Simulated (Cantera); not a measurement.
Input (Python, Cantera) and output of one run.

```python
import numpy as np
import cantera as ct

gas_names = """
    H HI Na
""".split()
cond_names = """
    NaI(s) NaI(L)
""".split()


# ... load() reads the species with a 1 bar reference pressure and builds the phases ...
species = {s.name: s for s in load("nasa_gas.yaml", gas_names) + load("nasa_condensed.yaml", cond_names)}
# Each term lists the table entries of one substance; the one whose range holds T is used.
reactions = {
    'H(g) + NaI = HI(g) + Na(g)':
        [(-1, ['H']), (-1, ['NaI(s)', 'NaI(L)']), (1, ['HI']), (1, ['Na'])],
}


def pick(names, T):
    return next(species[n] for n in names if species[n].thermo.min_temp <= T <= species[n].thermo.max_temp)


results = []
for label, terms in reactions.items():
    print(label)
    print("     T/K   dH/kJ  dS/(J/K)   dG/kJ   log10 K")
    for T in [300, 698, 898, 1098, 1298, 1498, 1698, 1898]:
        used = [(nu, pick(names, T)) for nu, names in terms]
        dH = sum(nu * s.thermo.h(T) for nu, s in used) / 1e6
        dS = sum(nu * s.thermo.s(T) for nu, s in used) / 1e3
        dG = dH - T * dS / 1e3
        logK = -dG * 1e6 / (ct.gas_constant * T * np.log(10))
        results.append((label, T, dH, dS, dG, logK, [s.name for _, s in used]))
        print(f"{T:8g} {dH:8.1f} {dS:8.1f} {dG:8.1f} {logK:8.2f}")
```

It prints:

```
H(g) + NaI = HI(g) + Na(g)
     T/K   dH/kJ  dS/(J/K)   dG/kJ   log10 K
     300    203.5    146.9    159.4   -27.75
     698    193.5    125.9    105.6    -7.90
     898    188.1    119.2     81.1    -4.72
    1098    158.4     87.7     62.1    -2.95
    1298    152.2     82.6     45.0    -1.81
    1498    146.3     78.3     29.0    -1.01
    1698    140.4     74.6     13.7    -0.42
    1898    134.7     71.4     -0.9     0.03
```

Standard-state values (1 bar) from the NASA 1993 polynomials, evaluated with Cantera. Condensed species are held in their standard states even where they would react or evaporate.
